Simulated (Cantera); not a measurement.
A closed system holds: 1 mol SiCl4, 1800 mol H2, at 1825 K and 0.170 bar.

Method: chemical equilibrium by Gibbs-energy minimisation in Cantera with the NASA 1993 tables (ideal gas, pure condensed phases). Candidate condensed phases: Si; 19 gas species. Gases not in the tables: Si2H6 and higher silanes. Rates play no part.

Base state: H2 0.997, HCl 0.00219, H 0.00107, SiH2 3.55e-5, Si 2.68e-5, SiCl2 1.43e-5, SiH 1.17e-5 (mole fractions); condensed: Si(l).

**Question.** What changes in the equilibrium state with this change: temperature from 1825 K to 2498 K?

**Answer.** 
```json
[
 {"species": "H2", "before": "0.997", "after": "0.939"},
 {"species": "H", "before": "0.00107", "after": "0.0586"},
 {"species": "HCl", "before": "0.00219", "after": "0.00206"},
 {"species": "Si", "before": "2.68e-5", "after": "0.000470"},
 {"species": "SiCl2", "before": "1.43e-5", "after": "1.14e-7"},
 {"species": "Cl", "before": "1.78e-6", "after": "9.09e-5"},
 {"species": "SiH", "before": "1.17e-5", "after": "4.98e-5"},
 {"species": "Si(l), mol", "before": "0.836", "after": "0"}
]
```
